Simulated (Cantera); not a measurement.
Charge: 1 mol CH3Cl, 0.65 mol Si, at 7.80e-5 bar.

These are equilibrium values from Cantera (NASA tables, ideal gas, pure condensed phases), not measurements of a reactor. Candidate condensed phases: C, C6H6, C7H8, C8H18, Si, SiC; 109 gas species. The numbers say what is thermodynamically allowed, not how fast it happens.

### Question
What share of the Si ends up in condensed phases as a function of T (°C), at 625, 775, 925, 1075, 1225, 1375, 1525, 1675, 1825, 1975, 2125, 2275, 2425, 2575?

### Answer
```csv
T (°C),Si condensed (%),as
625,83.9,SiC(s)
775,97.2,SiC(s)
925,99.1,SiC(s)
1075,98.4,SiC(s)
1225,96.8,SiC(s)
1375,94.4,SiC(s)
1525,91.5,SiC(s)
1675,84.4,SiC(s)
1825,22.0,SiC(s)
1975,0.0,-
2125,0.0,-
2275,0.0,-
2425,0.0,-
2575,0.0,-
```
